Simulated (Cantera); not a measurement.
**Thermodynamics of boron, boron nitride and boron oxide, feed B2O3 + H2**

Input: 1 mol B2O3, 29 mol H2, held at 1175 K and 0.100 bar.

These are equilibrium values from Cantera (NASA tables, ideal gas, pure condensed phases), not measurements of a reactor. Candidate condensed phases: B, B2O3, B3O3H3, H2O; 23 gas species. Rates play no part.

- x(H2): 1.000
- x(HBO): 1.83e-5
- x(H2O): 1.69e-5
- x(B3O3H3): 7.63e-6
- x(HBO2): 7.50e-6
- n(B2O3(l)): 0.999 mol
- gas amount: 29.00 mol
- log10 activity of B(s) (absent): -2.45
- log10 activity of B3O3H3(s) (absent): -9.97
